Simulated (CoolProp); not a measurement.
Saturation properties of n-heptane.

Computed with CoolProp (reference Helmholtz-energy equation of state, Span 2003). It is a short technical equation, of lower accuracy than the large ones.

| T (°C) | p (kPa) | enthalpy of vaporisation (kJ/kg) | liquid cp (kJ/(kg K)) | vapour Z | surface tension (mN/m) | vapour viscosity (µPa s) |
|---|---|---|---|---|---|---|
| 36.15 | 10.37 | 358.2 | 2.284 | 0.9895 | 18.6 | 6.07 |
| 50.75 | 19.47 | 349.0 | 2.343 | 0.9834 | 17.2 | 6.34 |
| 65.25 | 34.13 | 339.6 | 2.406 | 0.9753 | 15.8 | 6.60 |
| 79.85 | 56.81 | 329.9 | 2.471 | 0.9646 | 14.4 | 6.87 |
| 94.35 | 89.86 | 319.8 | 2.539 | 0.9512 | 13.1 | 7.14 |
| 108.95 | 136.8 | 309.1 | 2.610 | 0.9346 | 11.7 | 7.42 |
| 123.45 | 200.5 | 297.8 | 2.683 | 0.9149 | 10.4 | 7.70 |
| 137.95 | 284.8 | 285.8 | 2.760 | 0.8916 | 9.12 | 8.01 |
| 152.55 | 394.6 | 272.7 | 2.843 | 0.8641 | 7.86 | 8.35 |

It boils at 98.4 °C under 1 atm.

Viscosity comes from a separate model (Michailidou 2014). Surface tension comes from a separate correlation (Mulero 2012).
